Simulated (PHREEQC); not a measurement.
Dissolve 0.0044 mol KOH, 0.27 mol Fe(NO3)3 and 0.0082 mol CO2 per kg of water at 25 °C. Closed to the air; pH follows from the charge balance.

The numbers come from PHREEQC with the ion-association model, phreeqc.dat.

Precipitation was switched off in this run.

Order these Fe species by the share of Fe that they hold, largest first: Fe2(OH)2+4, Fe+3, FeOH+2.

Fe+3 (88 %), FeOH+2 (11 %), Fe2(OH)2+4 (1.8 %)

The pH is 1.67 and the ionic strength 1.56 mol/kgw. Saturation is exceeded, for instance for Hematite (slow to form), Goethite (slow to form); the values hold only as long as no solid forms. Caution: at this ionic strength the ion-association model is outside its range; a Pitzer model would be the better tool where its parameters exist.
